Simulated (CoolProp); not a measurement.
Vapour-liquid equilibrium of n-butane (1) + cis-2-butene (2) at 20.15 °C; x and y are mole fractions of (1).

Model: multi-fluid Helmholtz-energy mixture model, Bücker 2006 and Lemmon 2005; pair parameters Bell 2016, in CoolProp.

```json
[
 {"x": "0.05", "bubble pressure (kPa)": "184.6", "y at the bubble point": "0.061", "dew pressure at overall composition x (kPa)": "184.2", "liquid density (mol/L)": "11.01"},
 {"x": "0.125", "bubble pressure (kPa)": "187.8", "y at the bubble point": "0.147", "dew pressure at overall composition x (kPa)": "187.0", "liquid density (mol/L)": "10.91"},
 {"x": "0.2", "bubble pressure (kPa)": "190.6", "y at the bubble point": "0.229", "dew pressure at overall composition x (kPa)": "(withheld)", "liquid density (mol/L)": "10.82"},
 {"x": "0.275", "bubble pressure (kPa)": "193.2", "y at the bubble point": "0.307", "dew pressure at overall composition x (kPa)": "192.1", "liquid density (mol/L)": "10.73"},
 {"x": "0.35", "bubble pressure (kPa)": "195.5", "y at the bubble point": "0.383", "dew pressure at overall composition x (kPa)": "194.5", "liquid density (mol/L)": "10.64"},
 {"x": "0.425", "bubble pressure (kPa)": "197.6", "y at the bubble point": "0.457", "dew pressure at overall composition x (kPa)": "(withheld)", "liquid density (mol/L)": "10.56"},
 {"x": "0.5", "bubble pressure (kPa)": "199.4", "y at the bubble point": "0.529", "dew pressure at overall composition x (kPa)": "198.7", "liquid density (mol/L)": "10.47"},
 {"x": "0.575", "bubble pressure (kPa)": "201.1", "y at the bubble point": "0.600", "dew pressure at overall composition x (kPa)": "200.6", "liquid density (mol/L)": "10.39"},
 {"x": "0.65", "bubble pressure (kPa)": "202.7", "y at the bubble point": "0.671", "dew pressure at overall composition x (kPa)": "202.3", "liquid density (mol/L)": "(withheld)"},
 {"x": "0.725", "bubble pressure (kPa)": "204.1", "y at the bubble point": "0.742", "dew pressure at overall composition x (kPa)": "203.8", "liquid density (mol/L)": "10.23"},
 {"x": "0.8", "bubble pressure (kPa)": "(withheld)", "y at the bubble point": "0.813", "dew pressure at overall composition x (kPa)": "205.3", "liquid density (mol/L)": "10.15"},
 {"x": "0.875", "bubble pressure (kPa)": "206.7", "y at the bubble point": "0.883", "dew pressure at overall composition x (kPa)": "206.6", "liquid density (mol/L)": "10.08"},
 {"x": "0.95", "bubble pressure (kPa)": "207.9", "y at the bubble point": "0.953", "dew pressure at overall composition x (kPa)": "207.8", "liquid density (mol/L)": "10.00"}
]
```

Task: What belongs in the gaps?

Result: 
- 0.2, dew pressure at overall composition x (kPa): 189.6
- 0.425, dew pressure at overall composition x (kPa): 196.7
- 0.65, liquid density (mol/L): 10.31
- 0.8, bubble pressure (kPa): 205.5

No azeotrope shows between x = 0.05 and 0.95.

Pair parameters are fitted to limited data, so mixtures are less certain than the pure fluids.
